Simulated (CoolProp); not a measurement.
Vapour-liquid equilibrium of dimethyl ether (1) + n-pentane (2) at 0.19 MPa; x and y are mole fractions of (1).

Computed with CoolProp (multi-fluid Helmholtz-energy mixture model, Wu 2011 and Thol 2019; pair parameters Bell 2016).

Task: Give the bubble temperature and the first vapour's composition at x = 0.05, 0.55, 0.75. Is there an azeotrope?

Result: x = 0.05: 323.0 K, y = 0.199; x = 0.55: 273.9 K, y = 0.940; x = 0.75: 268.6 K, y = 0.967. No azeotrope shows between x = 0.05 and 0.95.

Pair parameters are fitted to limited data, so mixtures are less certain than the pure fluids. The gap from Raoult's law changes sign with composition, which may be real or a fault of the pair parameters; it wasn't checked against measurements.
